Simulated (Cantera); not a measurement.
# Equilibrium for silicon nitride deposition: SiHCl3 + NH3 + H2

Charge: 1 mol SiHCl3, 35 mol NH3, 90 mol H2, at 1.80 Torr.

Method: chemical equilibrium by Gibbs-energy minimisation in Cantera with the NASA 1993 tables (ideal gas, pure condensed phases). Candidate condensed phases: NH4Cl, Si, Si3N4; 28 gas species. The tables' values for SiCl, SiN are old estimates; treat these amounts as uncertain. Gases not in the tables: Si2H6 and higher silanes. The numbers say what is thermodynamically allowed, not how fast it happens.

| T (K) | x H2 | x N2 | x H | x HCl | x Si | x SiCl2 | x Cl | n Si3N4(s) | n Si(s) | n Si(l) |
|---|---|---|---|---|---|---|---|---|---|---|
| 1148 | 0.877 | 0.104 | 1.37e-6 | 0.0186 | <1e-12 | 6.59e-7 | 2.56e-8 | 0.333 | 0 | 0 |
| 1248 | 0.877 | 0.104 | 8.93e-6 | 0.0186 | 1.97e-11 | 6.02e-6 | 1.62e-7 | 0.333 | 0 | 0 |
| 1348 | 0.877 | 0.104 | 4.42e-5 | 0.0185 | 2.79e-9 | 3.91e-5 | 7.78e-7 | 0.331 | 0 | 0 |
| 1448 | 0.877 | 0.104 | 0.000176 | 0.0182 | 1.98e-7 | 0.000189 | 2.98e-6 | 0.323 | 0 | 0 |
| 1548 | 0.877 | 0.105 | 0.000589 | 0.0172 | 8.01e-6 | 0.000680 | 9.22e-6 | 0.296 | 0 | 0 |
| 1648 | 0.873 | 0.108 | 0.00170 | 0.0163 | 0.000107 | 0.00108 | 2.49e-5 | 0 | 0.800 | 0 |
| 1748 | 0.870 | 0.108 | 0.00435 | 0.0163 | 0.000606 | 0.00102 | 6.29e-5 | 0 | 0 | 0.712 |
| 1848 | 0.862 | 0.107 | 0.0101 | 0.0163 | 0.00261 | 0.000892 | 0.000144 | 0 | 0 | 0.360 |
| 1948 | 0.849 | 0.106 | 0.0213 | 0.0168 | 0.00512 | 0.000449 | 0.000316 | 0 | 0 | 0 |
| 2048 | 0.830 | 0.105 | 0.0416 | 0.0170 | 0.00553 | 0.000138 | 0.000631 | 0 | 0 | 0 |
x: gas mole fraction; n: condensed amount in mol.

From 1148 K to 1548 K the condensed part is Si3N4(s). At 1648 K the condensed part is Si(s). From 1748 K to 1848 K the condensed part is Si(l). From 1948 K to 2048 K nothing is condensed. The main Si-bearing gas is SiCl2 at 1148 K and Si at 2048 K.
